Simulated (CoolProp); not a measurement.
A closed Brayton cycle with carbon dioxide: compressor inlet 315.15 K and 8.8 MPa, high pressure 30.5 MPa, turbine inlet 820 K, compressor efficiency 0.85, turbine efficiency 0.93, recuperator effectiveness 0.8 (on enthalpy, no pinch check). Each further row changes one setting.

Model: reference Helmholtz-energy equation of state, Span 1996, in CoolProp.

```json
[
 {"case": "as stated", "thermal efficiency (%)": "33.5", "net work (kJ/kg)": "113", "compressor to turbine work": "0.31", "compressor exit (K)": "392.5", "turbine exit (K)": "668.4"},
 {"case": "turbine inlet 770 K", "thermal efficiency (%)": "32.1", "net work (kJ/kg)": "102", "compressor to turbine work": "0.33", "compressor exit (K)": "392.5", "turbine exit (K)": "623.8"},
 {"case": "compressor inlet 325.15 K", "thermal efficiency (%)": "31.9", "net work (kJ/kg)": "98.9", "compressor to turbine work": "0.40", "compressor exit (K)": "425.1", "turbine exit (K)": "668.4"},
 {"case": "high pressure 25.9 MPa", "thermal efficiency (%)": "32.0", "net work (kJ/kg)": "103", "compressor to turbine work": "0.29", "compressor exit (K)": "381.9", "turbine exit (K)": "687.6"},
 {"case": "recuperator effectiveness 0.5", "thermal efficiency (%)": "26.1", "net work (kJ/kg)": "113", "compressor to turbine work": "0.31", "compressor exit (K)": "392.5", "turbine exit (K)": "668.4"}
]
```
